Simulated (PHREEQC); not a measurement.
BaCl2 is added in steps, without added water, to 1 kg of water holding 0.0033 mol Pb(NO3)2, 0.1 mol MgSO4 and 4.3e-05 mol NaHCO3, at 25 °C. O2 is buffered at 0.21 atm. CO2 from the air is kept out. Solids allowed: Barite, Brucite, Witherite, Hydromagnesite, Pb(OH)2, Cerrusite, Hydrocerrusite, Anglesite, Cotunnite, Laurionite, Larnakite, Halite, Mirabilite, Epsomite, Nahcolite, Natron. Others were left out.

Base run: PHREEQC, ion-association model, wateq4f.dat. Each further column changes one thing. The table gives pH.

| BaCl2 added (mol) | base | metal-ligand complexes left out | all activity coefficients set to 1 | database phreeqc.dat | Debye-Hückel limiting law |
|---|---|---|---|---|---|
| 0 | 6.72 | 6.82 | 6.76 | 7.04 | 6.51 |
| 0.004167 | 6.70 | 6.81 | 6.74 | 7.02 | 6.50 |
| 0.01042 | 6.68 | 6.80 | 6.69 | 7.00 | 6.49 |
| 0.01458 | 6.67 | 6.79 | 6.66 | 6.99 | 6.48 |
| 0.02083 | 6.64 | 6.77 | 6.62 | 6.96 | 6.47 |
| 0.025 | 6.63 | 6.76 | 6.59 | 6.95 | 6.46 |
| 0.02917 | 6.61 | 6.75 | 6.56 | 6.93 | 6.45 |
| 0.03542 | 6.58 | 6.73 | 6.52 | 6.90 | 6.43 |
| 0.03958 | 6.56 | 6.71 | 6.49 | 6.88 | 6.42 |
| 0.04583 | 6.53 | 6.69 | 6.44 | 6.85 | 6.40 |
| 0.05 | 6.51 | 6.67 | 6.41 | 6.83 | 6.38 |

 The database's Pb(OH)2 solid is less soluble than what usually precipitates. phreeqc.dat and wateq4f.dat share most of their constants, so their agreement is no independent check. Solids allowed in the column 'database phreeqc.dat': Witherite, Barite, Halite, Cerussite, Anglesite, Pb(OH)2.
